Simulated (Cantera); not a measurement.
**Stirred combustor or abatement burner**

A perfectly stirred reactor is fed with 41.6 % H2, 12.2 % O2, 46.2 % N2, equivalence ratio 1.7, at 0.720 bar; it is adiabatic with a 550 K inlet, and is followed from long to short residence time, starting on the burning branch (τ in s: 0.029, 0.013, 0.0058, 0.0026, 0.0012, 0.00051, 0.00023, 0.0001, 4.6e-05, 2e-05, 9e-06).

Detailed kinetics in Cantera: the H2/O2 subset of GRI-Mech 3.0, which has no nitrogen chemistry.

```
τ (s)    T (K)   x H2      x O2   x H2O   x H2O2     x H     x OH
-------  -----  -----  --------  ------  -------  ------  -------
0.029     2301  0.190   9.52e-5   0.274  1.44e-8  0.0112  0.00260
0.013     2271  0.188  0.000168   0.272  2.25e-8  0.0151  0.00338
0.0058    2226  0.185  0.000304   0.270  3.60e-8  0.0210  0.00443
0.0026    2163  0.182  0.000553   0.266  5.84e-8  0.0292  0.00565
0.0012    2082  0.177  0.000964   0.262  9.64e-8  0.0397  0.00680
0.00051   1967  0.170   0.00172   0.256  1.78e-7  0.0544  0.00772
0.00023   1838  0.164   0.00289   0.250  3.29e-7  0.0705  0.00791
0.00010   1686  0.157   0.00504   0.242  6.23e-7  0.0883  0.00723
4.6e-5    1533  0.158   0.00950   0.230  1.00e-6   0.102  0.00590
2.0e-5    1340  0.191    0.0261   0.195  1.38e-6  0.0944  0.00393
9.0e-6     550  0.416     0.122  <1e-12   <1e-12  <1e-12   <1e-12
```
x: mole fraction; the columns are a selection and need not sum to one.
